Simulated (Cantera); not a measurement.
## Silicon oxide and oxynitride deposition: SiCl4 + O2 + H2

Charge: 1 mol SiCl4, 1.9 mol O2, 0.21 mol H2, at 133 Pa.

Method: chemical equilibrium by Gibbs-energy minimisation in Cantera with the NASA 1993 tables (ideal gas, pure condensed phases). Candidate condensed phases: H2O, Si, SiO2; 30 gas species. The tables hold silica as quartz up to 1696 K and as liquid above; real silica turns to tridymite and cristobalite and melts near 1996 K. Kinetics and transport are ignored.

```json
[
 {"T (K)": "1100", "x Cl": "0.0308", "x Cl2": "0.551", "x O2": "0.285", "x HCl": "0.133", "x O": "3.65e-8", "x ClO": "2.91e-5", "x H2O": "0.000110", "n SiO2(β-quartz)": "1.00", "n SiO2(condensed)": "0"},
 {"T (K)": "1150", "x Cl": "0.0548", "x Cl2": "0.532", "x O2": "0.281", "x HCl": "0.131", "x O": "1.21e-7", "x ClO": "4.62e-5", "x H2O": "8.37e-5", "n SiO2(β-quartz)": "1.00", "n SiO2(condensed)": "0"},
 {"T (K)": "1200", "x Cl": "0.0918", "x Cl2": "0.503", "x O2": "0.276", "x HCl": "0.129", "x O": "3.61e-7", "x ClO": "6.93e-5", "x H2O": "6.52e-5", "n SiO2(β-quartz)": "1.00", "n SiO2(condensed)": "0"},
 {"T (K)": "1250", "x Cl": "0.145", "x Cl2": "0.461", "x O2": "0.268", "x HCl": "0.125", "x O": "9.82e-7", "x ClO": "9.84e-5", "x H2O": "5.22e-5", "n SiO2(β-quartz)": "1.00", "n SiO2(condensed)": "0"},
 {"T (K)": "1300", "x Cl": "0.216", "x Cl2": "0.405", "x O2": "0.258", "x HCl": "0.120", "x O": "2.46e-6", "x ClO": "0.000132", "x H2O": "4.32e-5", "n SiO2(β-quartz)": "1.00", "n SiO2(condensed)": "0"},
 {"T (K)": "1350", "x Cl": "0.303", "x Cl2": "0.337", "x O2": "0.245", "x HCl": "0.115", "x O": "5.73e-6", "x ClO": "0.000166", "x H2O": "3.74e-5", "n SiO2(β-quartz)": "1.00", "n SiO2(condensed)": "0"},
 {"T (K)": "1400", "x Cl": "0.398", "x Cl2": "0.262", "x O2": "0.232", "x HCl": "0.108", "x O": "1.25e-5", "x ClO": "0.000197", "x H2O": "3.45e-5", "n SiO2(β-quartz)": "1.00", "n SiO2(condensed)": "0"},
 {"T (K)": "1450", "x Cl": "0.491", "x Cl2": "0.189", "x O2": "0.218", "x HCl": "0.102", "x O": "2.57e-5", "x ClO": "0.000220", "x H2O": "3.45e-5", "n SiO2(β-quartz)": "1.00", "n SiO2(condensed)": "0"},
 {"T (K)": "1500", "x Cl": "0.570", "x Cl2": "0.127", "x O2": "0.207", "x HCl": "0.0965", "x O": "5.05e-5", "x ClO": "0.000233", "x H2O": "3.80e-5", "n SiO2(β-quartz)": "1.00", "n SiO2(condensed)": "0"},
 {"T (K)": "1550", "x Cl": "0.628", "x Cl2": "0.0804", "x O2": "0.198", "x HCl": "0.0925", "x O": "9.54e-5", "x ClO": "0.000236", "x H2O": "4.62e-5", "n SiO2(β-quartz)": "1.00", "n SiO2(condensed)": "0"},
 {"T (K)": "1600", "x Cl": "0.668", "x Cl2": "0.0493", "x O2": "0.192", "x HCl": "0.0898", "x O": "0.000174", "x ClO": "0.000233", "x H2O": "6.05e-5", "n SiO2(β-quartz)": "1.00", "n SiO2(condensed)": "0"},
 {"T (K)": "1650", "x Cl": "0.693", "x Cl2": "0.0298", "x O2": "0.189", "x HCl": "0.0881", "x O": "0.000308", "x ClO": "0.000227", "x H2O": "8.31e-5", "n SiO2(β-quartz)": "1.000", "n SiO2(condensed)": "0"},
 {"T (K)": "1700", "x Cl": "0.708", "x Cl2": "0.0181", "x O2": "0.186", "x HCl": "0.0869", "x O": "0.000529", "x ClO": "0.000219", "x H2O": "0.000117", "n SiO2(β-quartz)": "0", "n SiO2(condensed)": "1.000"},
 {"T (K)": "1750", "x Cl": "0.716", "x Cl2": "0.0111", "x O2": "0.185", "x HCl": "0.0862", "x O": "0.000881", "x ClO": "0.000210", "x H2O": "0.000164", "n SiO2(β-quartz)": "0", "n SiO2(condensed)": "1.000"}
]
```
x: gas mole fraction; n: condensed amount in mol.

From 1100 K to 1650 K the condensed part is SiO2(β-quartz). From 1700 K to 1750 K the condensed part is SiO2(condensed).
